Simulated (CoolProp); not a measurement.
Model: reference Helmholtz-energy equation of state, Penoncello 2003, in CoolProp.

**Question.** For CHF3 (R23), give the phase and the cp (kJ/(kg K)), cv (kJ/(kg K)), Joule-Thomson coefficient (K/MPa) at 325.7 K and 0.0229 MPa; 325.7 K and 0.0434 MPa; 325.7 K and 0.0824 MPa.

**Answer.** 
- 325.7 K and 0.0229 MPa: gas; cp 0.770, cv 0.651, Joule-Thomson coefficient 9.84
- 325.7 K and 0.0434 MPa: gas; cp 0.771, cv 0.651, Joule-Thomson coefficient 9.84
- 325.7 K and 0.0824 MPa: gas; cp 0.773, cv 0.652, Joule-Thomson coefficient 9.85
